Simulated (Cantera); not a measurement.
A freely propagating, adiabatic, planar premixed flame of CH3OH : O2 : N2 = 1 : 2.27 : 8.55 (molar parts), equivalence ratio 0.66, unburnt at 300 K and 0.0987 atm; mixture-averaged transport, grid criteria slope 0.08 and curve 0.16, no radiation.

Model: GRI-Mech 3.0 (53 species, 325 reactions), integrated in Cantera. GRI-Mech 3.0 was tuned for natural gas; its chemistry of methanol as a main component is partial and can be far from experiment. Burning velocities carry a grid error of a few per cent, more on coarse grids.

Q: How do the results move with these cheaper or finer settings: unity-Lewis-number transport; multicomponent transport; multicomponent+Soret transport; grid criteria slope 0.5, curve 1; grid criteria slope 0.25, curve 0.5; grid criteria slope 0.03, curve 0.06?

A: 
```json
[
 {"setting": "as above", "laminar burning velocity": "26.2 cm/s", "thermal thickness": "4.48 mm", "peak x(C2H)": "<1e-8", "peak x(H)": "0.00439", "grid points": "125"},
 {"setting": "unity-Lewis-number transport", "laminar burning velocity": "18.6 cm/s", "thermal thickness": "5.99 mm", "peak x(C2H)": "<1e-8", "peak x(H)": "0.00520", "grid points": "116"},
 {"setting": "multicomponent transport", "laminar burning velocity": "26.4 cm/s", "thermal thickness": "4.55 mm", "peak x(C2H)": "<1e-8", "peak x(H)": "0.00443", "grid points": "125"},
 {"setting": "multicomponent+Soret transport", "laminar burning velocity": "26.0 cm/s", "thermal thickness": "4.60 mm", "peak x(C2H)": "<1e-8", "peak x(H)": "0.00438", "grid points": "125"},
 {"setting": "grid criteria slope 0.5, curve 1", "laminar burning velocity": "32.2 cm/s", "thermal thickness": "4.72 mm", "peak x(C2H)": "<1e-8", "peak x(H)": "0.00504", "grid points": "34"},
 {"setting": "grid criteria slope 0.25, curve 0.5", "laminar burning velocity": "28.0 cm/s", "thermal thickness": "4.60 mm", "peak x(C2H)": "<1e-8", "peak x(H)": "0.00457", "grid points": "52"},
 {"setting": "grid criteria slope 0.03, curve 0.06", "laminar burning velocity": "25.1 cm/s", "thermal thickness": "4.53 mm", "peak x(C2H)": "<1e-8", "peak x(H)": "0.00420", "grid points": "291"}
]
```
The base run took about 30 core-seconds (a rough figure).
Unity Lewis numbers drop preferential diffusion, which matters most where H2 and H carry the flame; Soret adds thermal diffusion.
